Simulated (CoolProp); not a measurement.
The fluid at 229.12 K and 9.96 MPa flows at 2 m/s in a round tube of 4.6 mm bore and 45 µm roughness, fully developed (64/Re and Nu = 3.66 if laminar; Colebrook and Gnielinski if turbulent). The same conditions are run with several fluids, on thermodynamics alone (safety and materials aside).

Computed with CoolProp (reference Helmholtz-energy equation of state of each fluid (R142b: Lemmon 2006; R410A: Lemmon 2003; R11: Jacobsen 1992; n-butane: Bücker 2006)). Blends and air are pseudo-pure fits.

### Question
Rank R142b, R410A, R11, n-butane by Reynolds number, highest first.

### Answer
R410A (40700), R142b (20200), n-butane (16600), R11 (13500)

```csv
fluid,Darcy friction factor,pressure drop (Pa/m),heat-transfer coefficient (W/(m² K)),mass flow (kg/h)
R142b,0.0404,22600,4610,154
R410A,0.0391,22900,8750,161
R11,0.0417,29800,3390,197
n-butane,0.0410,11700,4590,78.3
```

Transport values come from each fluid's own correlations; those of R142b, R11 are estimates that may be off by 10 % or more.
